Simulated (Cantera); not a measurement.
An isothermal, constant-pressure homogeneous reactor starts with 5.88 % C2H6, 94.1 % N2, at 1975 K and 0.237 atm.

Detailed kinetics in Cantera: GRI-Mech 3.0 (53 species, 325 reactions). GRI-Mech 3.0 stops at C3 and has no aromatics, soot or wall deposition, so with more carbon than oxygen in the feed, carbon stays in small species such as C2H2 where larger ones or solid carbon would form.

x: mole fraction; the columns are a selection and need not sum to one.

```csv
t (s),x C2H6,x C2H2,x H2,x C2H4,x C2H,x CH2,x CH4
2.00e-6,0.0509,2.55e-7,0.000258,0.000208,8.94e-12,1.89e-5,0.000280
1.55e-5,0.00826,0.00514,0.0277,0.0199,7.39e-6,0.000246,0.00827
0.000120,3.14e-5,0.0427,0.0820,0.00296,1.08e-5,3.38e-5,0.0120
0.000928,___,0.0485,___,___,___,___,___
0.00719,___,0.0515,0.102,___,___,___,___
0.0557,3.96e-9,0.0524,0.104,1.03e-5,7.71e-6,3.75e-7,0.000204
0.431,1.23e-10,0.0525,0.105,1.02e-5,7.82e-6,5.61e-8,2.95e-5
3.34,1.03e-10,0.0524,0.105,1.02e-5,7.81e-6,4.90e-8,2.58e-5
25.8,1.11e-10,0.0519,0.105,1.01e-5,7.74e-6,5.22e-8,2.74e-5
200,1.21e-10,0.0498,0.105,9.65e-6,7.42e-6,5.62e-8,2.95e-5
```

### Question
Some entries are withheld; supply them.

### Answer

- 0.000928, x C2H6: 3.51e-6
- 0.000928, x H2: 0.0930
- 0.000928, x C2H4: 0.000174
- 0.000928, x C2H: 5.45e-6
- 0.000928, x CH2: 6.63e-6
- 0.000928, x CH4: 0.00775
- 0.00719, x C2H6: 3.16e-7
- 0.00719, x C2H4: 2.33e-5
- 0.00719, x C2H: 6.48e-6
- 0.00719, x CH2: 2.62e-6
- 0.00719, x CH4: 0.00209
